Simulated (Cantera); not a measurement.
## NO annealing gas

A perfectly stirred reactor is fed with NO : N2 = 1 : 3.2 (molar parts), at 24.0 Torr; it is held at 2175 K, and followed from long to short residence time.

Detailed kinetics in Cantera: GRI-Mech 3.0 (53 species, 325 reactions). Radical loss at walls, strong at low pressure, is not modelled.

```json
[
 {"τ (s)": "0.69", "x NO": "0.176", "x N2O": "1.12e-5", "x NO2": "1.56e-5", "x O": "0.00231", "x O2": "0.0296", "x N2": "0.792"},
 {"τ (s)": "0.29", "x NO": "0.216", "x N2O": "1.87e-5", "x NO2": "1.16e-5", "x O": "0.00148", "x O2": "0.0103", "x N2": "0.772"},
 {"τ (s)": "0.12", "x NO": "0.231", "x N2O": "2.31e-5", "x NO2": "7.29e-6", "x O": "0.000903", "x O2": "0.00287", "x N2": "0.765"},
 {"τ (s)": "0.050", "x NO": "0.236", "x N2O": "2.46e-5", "x NO2": "4.21e-6", "x O": "0.000505", "x O2": "0.000679", "x N2": "0.763"},
 {"τ (s)": "0.021", "x NO": "0.238", "x N2O": "2.35e-5", "x NO2": "2.06e-6", "x O": "0.000239", "x O2": "0.000132", "x N2": "0.762"},
 {"τ (s)": "0.0088", "x NO": "0.238", "x N2O": "1.95e-5", "x NO2": "8.35e-7", "x O": "9.67e-5", "x O2": "2.20e-5", "x N2": "0.762"},
 {"τ (s)": "0.0037", "x NO": "0.238", "x N2O": "1.35e-5", "x NO2": "2.91e-7", "x O": "3.61e-5", "x O2": "3.40e-6", "x N2": "0.762"}
]
```
x: mole fraction; the columns are a selection and need not sum to one.
